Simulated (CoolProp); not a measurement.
R410A at several states: Z from the reference equation and from simpler models built on Tc = 344.5 K, pc = 4901 kPa, ω = 0.296; each cubic takes its own stable root.

Model: reference Helmholtz-energy equation of state, Lemmon 2003, in CoolProp. It is a pseudo-pure fit of the blend.

```json
[
 {"T (K)": "226.3", "p (kPa)": "2780", "phase": "liquid", "reference": "0.07994"},
 {"T (K)": "266.5", "p (kPa)": "13000", "phase": "liquid", "reference": "0.3424"},
 {"T (K)": "268.6", "p (kPa)": "1120", "phase": "liquid", "reference": "0.03059"},
 {"T (K)": "393.5", "p (kPa)": "2250", "phase": "gas", "reference": "0.8903"},
 {"T (K)": "282.6", "p (kPa)": "322", "phase": "gas", "reference": "0.9474"}
]
```

**Question.** How far does each simpler model (van der Waals, Redlich-Kwong, Soave-Redlich-Kwong, Peng-Robinson) lie from the reference over these 5 states: mean and median of the absolute difference, and the worst?

**Answer.** 
- van der Waals: mean 572.9 %, median 69.9 %, worst +2711.7 % at 268.6 K and 1120 kPa
- Redlich-Kwong: mean 15.1 %, median 22.5 %, worst +27.5 % at 268.6 K and 1120 kPa
- Soave-Redlich-Kwong: mean 12.0 %, median 18.4 %, worst +20.6 % at 268.6 K and 1120 kPa
- Peng-Robinson: mean 3.6 %, median 5.1 %, worst +6.3 % at 268.6 K and 1120 kPa

At some of these states van der Waals gives the other phase, because its saturation line lies elsewhere.
